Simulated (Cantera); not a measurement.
A perfectly stirred reactor is fed with C2H6 : O2 : N2 : H2O = 1 : 5.38 : 20.2 : 3.2 (molar parts), equivalence ratio 0.65, at 340000 Pa; it is adiabatic with a 525 K inlet, and is followed from long to short residence time, starting on the burning branch (τ in s: 0.021, 0.011, 0.006, 0.0032, 0.0017, 0.00093, 0.0005, 0.00027, 0.00014, 7.6e-05, 4.1e-05, 2.2e-05).

Model: GRI-Mech 3.0 (53 species, 325 reactions), integrated in Cantera.

Q: What does this change do: pressure from 340000 Pa to 101000 Pa?

A: 
```tsv
quantity	before	after
blow-out, bracketed by the residence times tried	burning at 0.140 ms, out at 76.0 µs	burning at 0.270 ms, out at 0.140 ms
x(C2H6) at τ = 21.0 ms	2.32e-6	3.44e-6
x(O2) at τ = 21.0 ms	0.0621	0.0621
x(H2O) at τ = 21.0 ms	0.204	0.203
x(H2) at τ = 21.0 ms	0.000133	0.000518
x(CO2) at τ = 21.0 ms	0.0655	0.0649
x(C2H6) at τ = 0.500 ms	3.71e-5	6.16e-5
x(O2) at τ = 0.500 ms	0.0648	0.0675
x(H2O) at τ = 0.500 ms	0.201	0.196
x(H2) at τ = 0.500 ms	0.00120	0.00331
x(CO2) at τ = 0.500 ms	0.0600	0.0544
```
